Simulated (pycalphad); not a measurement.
Computed with pycalphad from the COST 507 light-alloy database (1999), at 1 atm. The database dates from 1999; later assessments differ in places, in temperatures and in the compounds included. Amounts are mole fractions of atoms. Kinetics are ignored, which matters at the lower temperatures.

Problem. Give the equilibrium state of Ti-13.54Hf-0.3965B (wt.%) at 1427 °C.

Solution. BCC_A2, fraction 0.966, with 13.8 Hf, 0.04 B wt.%; BM, fraction 0.034, with 2.4 Hf, 18.1 B wt.%.

Problem. Give the equilibrium state of Ti-13.54Hf-0.3965B (wt.%) at 327 °C.

Solution. 
```
T = 600.00 K, P = 101325 Pa, N = 1 mol of atoms
G = -25252 J/mol, H = 5516 J/mol, S = 51.28 J/(mol K)  (SER reference)
chemical potentials (J/mol): Ti -21755, Hf -38454, B -169337
phase             fraction      x(Ti)      x(Hf)       x(B)
HCP_A3              0.9619     0.9586     0.0412   0.000149
BM                  0.0381     0.4992   0.000846     0.5000
```

Database names, with the compositions (at.%) that they take in these runs: BM: Ti 50 B 50. BCC_A2 is bcc; HCP_A3 is hcp.
